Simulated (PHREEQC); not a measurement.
Dissolve 0.0022 mol H2SO4 and 0.2 mol NaCl per kg of water at 87 °C. Closed to the air; pH follows from the charge balance.

Computed with PHREEQC (Pitzer model, pitzer.dat).

```
quantity                     before     after
-------------------------  --------  --------
pH                             2.56      9.96
SO4-2 (mol/kgw)             0.00151   0.00220
HSO4- (mol/kgw)            0.000691  3.72e-11
SI of Halite (NaCl)           -3.30     -3.31
SI of Thenardite (Na2SO4)     -4.61     -4.48
```

**Question.** Which change was made?
(A) temperature from 87 to 20 °C
(B) temperature from 87 to 25 °C
(C) H2SO4 from 0.0022 to 0.00198 mol/kgw
(D) 0.0046 mol/kgw Ca(OH)2 added

**Answer.** D, 0.0046 mol/kgw Ca(OH)2 added

Precipitation was switched off in this run. Constants without temperature data keep their 25 °C values here.
